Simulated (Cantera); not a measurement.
A perfectly stirred reactor is fed with 88.5 % NO, 11.5 % N₂, at 0.0180 bar; it is held at 1850 K, and followed from long to short residence time.

Model: GRI-Mech 3.0 (53 species, 325 reactions), integrated in Cantera. Radical loss at walls, strong at low pressure, is not modelled.

One state of this run: x NO = 0.871; x O₂ = 0.00673; x N₂ = 0.122; x N₂O = 0.000245; x O = 0.000251; x NO₂ = 5.25e-5. x: mole fraction; the columns are a selection and need not sum to one.

Problem. Which value of τ (s) does it belong to?
(A) 0.97
(B) 0.020
(C) 3.6
(D) 0.072

Solution. A, 0.97
